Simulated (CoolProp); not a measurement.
Vapour-liquid equilibrium of ethylene (1) + carbon dioxide (2) at -26.85 °C; x and y are mole fractions of (1).

Computed with CoolProp (multi-fluid Helmholtz-energy mixture model, Smukala 2000 and Span 1996; pair parameters Bell 2016).

```json
[
 {"x": "0.05", "bubble pressure, mixture model (kPa)": "1692", "bubble pressure, Raoult's law (kPa)": "1611", "y, mixture model": "…", "y, Raoult's law": "0.066"},
 {"x": "0.15", "bubble pressure, mixture model (kPa)": "1854", "bubble pressure, Raoult's law (kPa)": "1664", "y, mixture model": "0.236", "y, Raoult's law": "0.190"},
 {"x": "0.25", "bubble pressure, mixture model (kPa)": "1969", "bubble pressure, Raoult's law (kPa)": "1716", "y, mixture model": "…", "y, Raoult's law": "0.307"},
 {"x": "0.35", "bubble pressure, mixture model (kPa)": "2052", "bubble pressure, Raoult's law (kPa)": "1769", "y, mixture model": "0.425", "y, Raoult's law": "0.418"},
 {"x": "0.45", "bubble pressure, mixture model (kPa)": "…", "bubble pressure, Raoult's law (kPa)": "1821", "y, mixture model": "0.504", "y, Raoult's law": "0.521"},
 {"x": "0.55", "bubble pressure, mixture model (kPa)": "2153", "bubble pressure, Raoult's law (kPa)": "1874", "y, mixture model": "…", "y, Raoult's law": "0.619"},
 {"x": "0.65", "bubble pressure, mixture model (kPa)": "2175", "bubble pressure, Raoult's law (kPa)": "1927", "y, mixture model": "0.662", "y, Raoult's law": "0.712"},
 {"x": "0.75", "bubble pressure, mixture model (kPa)": "2180", "bubble pressure, Raoult's law (kPa)": "1979", "y, mixture model": "0.747", "y, Raoult's law": "0.800"},
 {"x": "0.85", "bubble pressure, mixture model (kPa)": "2167", "bubble pressure, Raoult's law (kPa)": "2032", "y, mixture model": "0.840", "y, Raoult's law": "0.883"},
 {"x": "0.95", "bubble pressure, mixture model (kPa)": "2134", "bubble pressure, Raoult's law (kPa)": "2084", "y, mixture model": "0.944", "y, Raoult's law": "0.962"}
]
```

**Question.** Some entries are withheld; supply them.

**Answer.** 
- 0.05, y, mixture model: 0.096
- 0.25, y, mixture model: 0.339
- 0.45, bubble pressure, mixture model (kPa): 2112
- 0.55, y, mixture model: 0.582

The largest gap from Raoult's law is +16.0 % in bubble pressure, at x = 0.35. y crosses x between x = 0.65 and 0.75: the model has an azeotrope there.

The pair parameters rest on a limited set of measurements; away from them the model extrapolates.
